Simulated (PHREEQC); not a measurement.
A column of 0.2 m (40 cells, dispersivity 0.016 m, 3600 s a shift, diffusion coefficient 3e-10 m²/s) holds 0.054 eq of the database's cation exchanger X per kg of pore water, first in equilibrium with 0.0012 mol MgCl2, 0.00065 mol LiCl, 0.02 mol ZnCl2 and 1e-05 mol HCl per kg of water. It is flushed with 0.029 mol MgCl2, 0.009 mol KBr and 1e-05 mol HCl per kg of water, at 15 °C. Values are for the last cell. CO2 from the air is kept out. Nothing may precipitate in this run.

The numbers come from PHREEQC with the ion-association model, phreeqc.dat.

```
pore volumes  Br in solution (mol/kgw)  K in solution (mol/kgw)  Li in solution (mol/kgw)  Zn in solution (mol/kgw)  Mg in solution (mol/kgw)  ZnX2 on the exchanger (mol/kgw)  LiX on the exchanger (mol/kgw)
------------  ------------------------  -----------------------  ------------------------  ------------------------  ------------------------  -------------------------------  ------------------------------
0                                    0                        0                  0.000650                    0.0200                   0.00120                           0.0260                         8.04e-5
0.2625                         1.73e-6                 3.41e-10                  0.000650                    0.0200                   0.00120                           0.0260                         8.04e-5
0.5125                        0.000523                  8.18e-6                  0.000633                    0.0206                   0.00127                           0.0260                         7.72e-5
0.7625                         0.00274                 0.000228                  0.000519                    0.0225                   0.00228                           0.0254                         5.98e-5
1.012                          0.00529                  0.00106                  0.000345                    0.0224                   0.00544                           0.0233                         3.82e-5
1.137                          0.00630                  0.00168                  0.000266                    0.0213                   0.00759                           0.0218                         2.93e-5
1.387                          0.00766                  0.00310                  0.000148                    0.0180                    0.0121                           0.0186                         1.63e-5
1.637                          0.00837                  0.00446                   7.73e-5                    0.0144                    0.0160                           0.0153                         8.67e-6
1.887                          0.00872                  0.00561                   3.90e-5                    0.0112                    0.0191                           0.0124                         4.47e-6
2.138                          0.00887                  0.00651                   1.93e-5                   0.00855                    0.0215                          0.00985                         2.25e-6
2.388                          0.00895                  0.00719                   9.39e-6                   0.00647                    0.0234                          0.00772                         1.12e-6
2.638                          0.00898                  0.00770                   4.54e-6                   0.00486                    0.0248                          0.00597                         5.47e-7
2.888                          0.00899                  0.00807                   2.18e-6                   0.00364                    0.0258                          0.00457                         2.66e-7
3.013                          0.00899                  0.00821                   1.51e-6                   0.00314                    0.0262                          0.00398                         1.85e-7
3.263                          0.00900                  0.00844                   7.19e-7                   0.00233                    0.0269                          0.00301                         8.89e-8
3.513                          0.00900                  0.00860                   3.42e-7                   0.00172                    0.0275                          0.00225                         4.26e-8
3.763                          0.00900                  0.00872                   1.63e-7                   0.00126                    0.0279                          0.00167                         2.03e-8
4.013                          0.00900                  0.00880                   7.72e-8                  0.000926                    0.0282                          0.00123                         9.69e-9
```
